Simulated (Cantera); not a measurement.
Feed: 1 mol SiH4, 22 mol N2, 0.18 mol H2, 0.43 mol NH3, equilibrated at 700 K and 20.0 Pa.

Equilibrium computed with Cantera from the NASA thermochemical tables; the gas is ideal and each condensed phase is pure. Candidate condensed phases: Si, Si3N4; 18 gas species. Kinetics and transport are ignored.

### Question
What is the equilibrium state?

### Answer
x(N2): 0.884
x(H2): 0.116
n(Si3N4(s)): 0.333 mol
gas amount: 24.37 mol
log10 activity of Si(s) (absent): -10.27
